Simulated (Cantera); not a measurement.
## Silicon carbide growth: SiH₄ + CH₄ + H₂

Charge: 1 mol SiH₄, 0.21 mol CH₄, 1.7 mol H₂, held at 160 Pa.

Cantera equilibrium calculation (NASA polynomials, part measured and part estimated; ideal gas, pure solids and liquids). Candidate condensed phases: C, C₆H₆, C₇H₈, C₈H₁₈, Si, SiC; 87 gas species. Mutual solubility and eutectic melting of coexisting phases are not modelled. Gases not in the tables: Si₂H₆ and higher silanes. The numbers say what is thermodynamically allowed, not how fast it happens.

| T (K) | x H₂ | x H | x Si | x SiH | x Si₂C | x Si₂ | n Si(s) | n SiC(s) | n Si(l) |
|---|---|---|---|---|---|---|---|---|---|
| 1475 | 1.000 | 0.000324 | 3.59e-6 | 5.12e-7 | 4.48e-9 | 3.83e-9 | 0.790 | 0.210 | 0 |
| 1525 | 0.999 | 0.000591 | 1.18e-5 | 1.37e-6 | 2.18e-8 | 1.80e-8 | 0.790 | 0.210 | 0 |
| 1575 | 0.999 | 0.00104 | 3.59e-5 | 3.43e-6 | 9.57e-8 | 7.63e-8 | 0.790 | 0.210 | 0 |
| 1625 | 0.998 | 0.00176 | 0.000102 | 8.11e-6 | 3.83e-7 | 2.96e-7 | 0.790 | 0.210 | 0 |
| 1675 | 0.997 | 0.00290 | 0.000271 | 1.82e-5 | 1.40e-6 | 1.06e-6 | 0.789 | 0.210 | 0 |
| 1725 | 0.995 | 0.00463 | 0.000634 | 3.62e-5 | 4.44e-6 | 3.03e-6 | 0 | 0.210 | 0.787 |
| 1775 | 0.991 | 0.00720 | 0.00137 | 6.71e-5 | 1.27e-5 | 7.68e-6 | 0 | 0.210 | 0.784 |
| 1825 | 0.986 | 0.0109 | 0.00284 | 0.000120 | 3.44e-5 | 1.85e-5 | 0 | 0.210 | 0.777 |
| 1875 | 0.978 | 0.0162 | 0.00566 | 0.000208 | 8.81e-5 | 4.25e-5 | 0 | 0.210 | 0.764 |
| 1925 | 0.965 | 0.0235 | 0.0109 | 0.000348 | 0.000214 | 9.34e-5 | 0 | 0.209 | 0.740 |
x: gas mole fraction; n: condensed amount in mol.

From 1475 K to 1675 K the condensed part is Si(s) + SiC(s). From 1725 K to 1925 K the condensed part is Si(l) + SiC(s). The main Si-bearing gas is Si throughout.
